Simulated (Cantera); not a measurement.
A Cantera script and its output.

```python
import numpy as np
import cantera as ct

gas = ct.Solution("gri30.yaml")
gas.TPX = 673, 500000, {'CO': 1, 'H2': 0.26, 'CH4': 0.16, 'O2': 0.679, 'N2': 2.55}
inlet = ct.Reservoir(gas, clone=True)
gas.equilibrate("HP")  # start burning
reactor = ct.IdealGasConstPressureReactor(gas, energy="on", clone=False)
exhaust = ct.Reservoir(gas, clone=True)
tau = [0.086, 0.036, 0.015, 0.0064, 0.0027, 0.0011, 0.00048, 0.0002, 8.6e-05, 3.6e-05, 1.5e-05][0]
for a, b in ((inlet, reactor), (reactor, exhaust)):
    ct.MassFlowController(a, b, mdot=lambda t: reactor.mass / tau)
net = ct.ReactorNet([reactor])
show = ['CO', 'H2', 'CH4', 'C2H2', 'NO', 'CH3']

rows = []
print(f"{'tau/s':>10s}{'T/K':>9s}" + "".join(f"{s:>11s}" for s in show))
for tau in [0.086, 0.036, 0.015, 0.0064, 0.0027, 0.0011, 0.00048, 0.0002, 8.6e-05, 3.6e-05, 1.5e-05]:
    net.initial_time = 0.0
    net.advance(30 * tau)
    before = gas.X
    net.advance(40 * tau)
    drift = np.max(np.abs(gas.X - before) / (gas.X + 1e-9))
    rows.append([gas.T, *gas[show].X, drift])
    print(f"{tau:10.3e}{gas.T:9.1f}" + "".join(f"{x:11.3e}" for x in gas[show].X))
```

It prints:

```
     tau/s      T/K         CO         H2        CH4       C2H2         NO        CH3
 8.600e-02   2518.5  1.150e-01  1.412e-02  3.495e-07  1.141e-10  1.103e-03  2.780e-07
 3.600e-02   2516.7  1.151e-01  1.414e-02  7.914e-07  3.119e-10  1.084e-03  6.309e-07
 1.500e-02   2512.6  1.153e-01  1.418e-02  1.704e-06  8.719e-10  1.045e-03  1.363e-06
 6.400e-03   2504.5  1.158e-01  1.427e-02  3.330e-06  2.185e-09  9.760e-04  2.663e-06
 2.700e-03   2489.1  1.167e-01  1.445e-02  6.071e-06  4.667e-09  8.667e-04  4.788e-06
 1.100e-03   2461.0  1.184e-01  1.481e-02  1.076e-05  8.512e-09  7.074e-04  8.133e-06
 4.800e-04   2419.6  1.211e-01  1.537e-02  1.807e-05  1.330e-08  5.315e-04  1.272e-05
 2.000e-04   2355.1  1.251e-01  1.626e-02  3.206e-05  2.076e-08  3.514e-04  2.019e-05
 8.600e-05   2270.3  1.302e-01  1.738e-02  5.882e-05  3.385e-08  2.178e-04  3.204e-05
 3.600e-05   2159.7  1.369e-01  1.863e-02  1.202e-04  6.448e-08  1.282e-04  5.374e-05
 1.500e-05   2023.7  1.468e-01  1.963e-02  2.866e-04  1.538e-07  6.981e-05  9.760e-05
```

Computed with Cantera and GRI-Mech 3.0 (53 species, 325 reactions).
